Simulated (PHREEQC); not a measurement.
# Acid mine or pickling water: speciation

Model water analysis in mmol/kgw, 25 °C, pH 3.69, pe 12.6: Na 10.3; K 24.3; Ca 16.7; Mg 1.74; Cl 10.1; S(6) 29.6; Al 0.117.

Valence states are taken as typed.

Equilibrium calculation in PHREEQC: ion-association model, wateq4f.dat.

```
Property                      Result
--------------------  --------------
ionic strength        0.0858 mol/kgw
total alkalinity       -0.457 meq/kg
charge-balance error           2.8 %
```

| species | molality | activity | log γ |
|---|---|---|---|
| K+ | 0.0230 | 0.0179 | -0.110 |
| SO4-2 | 0.0204 | 0.00798 | -0.407 |
| Ca+2 | 0.0102 | 0.00416 | -0.389 |
| Cl- | 0.0101 | 0.00783 | -0.110 |
| Na+ | 0.00991 | 0.00784 | -0.101 |
| CaSO4 | 0.00649 | 0.00662 | 0.009 |
| KSO4- | 0.00126 | 0.00100 | -0.098 |
| Mg+2 | 0.000980 | 0.000414 | -0.374 |
| MgSO4 | 0.000760 | 0.000775 | 0.009 |
| NaSO4- | 0.000393 | 0.000314 | -0.098 |
| H+ | 0.000246 | 0.000204 | -0.080 |
| HSO4- | 0.000201 | 0.000158 | -0.104 |
| AlSO4+ | 8.24e-5 | 6.48e-5 | -0.104 |
| Al(SO4)2- | 2.08e-5 | 1.64e-5 | -0.104 |
| Al+3 | 1.35e-5 | 2.57e-6 | -0.720 |
| CaHSO4+ | 1.00e-5 | 7.92e-6 | -0.102 |

Precipitation was switched off in this run. Examples of supersaturated solids here: Gypsum. Others may be too. Species that the database lacks are ignored.
